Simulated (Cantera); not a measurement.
An adiabatic, constant-volume homogeneous reactor starts with 3.25 % CH₄, 0.358 % H₂, 9.27 % O₂, 87.1 % N₂, equivalence ratio 0.72, at 1273 K and 100000 Pa.

Detailed kinetics in Cantera: GRI-Mech 3.0 (53 species, 325 reactions).

x: mole fraction; the columns are a selection and need not sum to one.

| t (s) | T (K) | P (bar) | x CH₄ | x H₂ | x O₂ | x C₂H₆ | x CH₂ | x NO₂ | x O |
|---|---|---|---|---|---|---|---|---|---|
| 1.00e-6 | 1273 | 1.00 | 0.0325 | 0.00358 | 0.0927 | <1e-12 | <1e-12 | <1e-12 | 9.71e-12 |
| 2.74e-6 | 1273 | 1.00 | 0.0325 | 0.00358 | 0.0927 | <1e-12 | <1e-12 | <1e-12 | 4.26e-11 |
| 7.53e-6 | 1273 | 1.00 | 0.0325 | 0.00358 | 0.0927 | <1e-12 | <1e-12 | <1e-12 | 9.94e-11 |
| 2.07e-5 | 1273 | 1.00 | 0.0325 | 0.00358 | 0.0927 | <1e-12 | <1e-12 | <1e-12 | 1.36e-10 |
| 5.67e-5 | 1273 | 1.00 | 0.0325 | 0.00358 | 0.0927 | 1.48e-12 | <1e-12 | <1e-12 | 2.04e-10 |
| 0.000156 | 1273 | 1.000 | 0.0325 | 0.00358 | 0.0927 | 3.95e-11 | <1e-12 | <1e-12 | 4.31e-10 |
| 0.000427 | 1273 | 1.000 | 0.0325 | 0.00358 | 0.0927 | 1.58e-9 | <1e-12 | <1e-12 | … |
| 0.00117 | 1273 | 1.00 | 0.0325 | 0.00357 | 0.0926 | 2.02e-7 | 2.47e-12 | <1e-12 | … |
| 0.00321 | 1274 | 1.00 | 0.0324 | 0.00355 | 0.0926 | 3.65e-5 | 9.94e-11 | <1e-12 | … |
| 0.00882 | 1283 | 1.01 | 0.0311 | 0.00354 | 0.0918 | 0.000330 | 5.35e-10 | <1e-12 | … |
| 0.0242 | 2186 | 1.72 | <1e-12 | 0.000337 | 0.0257 | <1e-12 | <1e-12 | 1.39e-7 | 0.000304 |
| 0.0664 | 2184 | 1.71 | <1e-12 | 0.000335 | 0.0254 | <1e-12 | <1e-12 | 5.23e-7 | 0.000299 |
| 0.182 | 2180 | 1.71 | <1e-12 | 0.000332 | 0.0247 | <1e-12 | <1e-12 | 1.29e-6 | 0.000288 |
| 0.500 | 2176 | 1.71 | <1e-12 | 0.000329 | 0.0240 | <1e-12 | <1e-12 | 2.16e-6 | 0.000277 |

### Question
Some entries are withheld; supply them.

### Answer

- 0.000427, x O: 1.48e-9
- 0.00117, x O: 1.15e-8
- 0.00321, x O: 7.41e-8
- 0.00882, x O: 1.90e-7
